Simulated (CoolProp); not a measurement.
Methanol along the isotherm 322.6 K: density (kg/m³) from the reference equation and from simpler models built on Tc = 513.4 K, pc = 8.216 MPa, ω = 0.565; each cubic takes its own stable root.

Values from CoolProp's reference Helmholtz-energy equation of state, de Reuck 1993.

| p (MPa) | phase | reference | van der Waals | Redlich-Kwong | Soave-Redlich-Kwong |
|---|---|---|---|---|---|
| 0.26 | liquid | 763.3 | 3.196 | 3.236 | 588.1 |
| 0.493 | liquid | 763.6 | 6.232 | (withheld) | 588.3 |
| 0.934 | liquid | 764.1 | 372.7 | 547.3 | 588.5 |
| 1.77 | liquid | 765.0 | 373.8 | 548.1 | 588.9 |
| 3.36 | liquid | (withheld) | 375.9 | 549.6 | 589.6 |
| 6.36 | liquid | 770.0 | (withheld) | 552.4 | 591.1 |
| 12.1 | liquid | 775.8 | 385.4 | 557.4 | 593.6 |
| 22.9 | liquid | 785.8 | 394.5 | 565.7 | 598.1 |
| 43.3 | liquid | (withheld) | 406.8 | 578.4 | (withheld) |
| 82.2 | liquid | 828.0 | 422.1 | 596.3 | 616.8 |

Complete the blanks.


- 0.493, Redlich-Kwong: 546.8
- 3.36, reference: 766.8
- 6.36, van der Waals: 379.5
- 43.3, reference: 802.3
- 43.3, Soave-Redlich-Kwong: 605.5

At some of these states van der Waals, Redlich-Kwong gives the other phase, because its saturation line lies elsewhere.
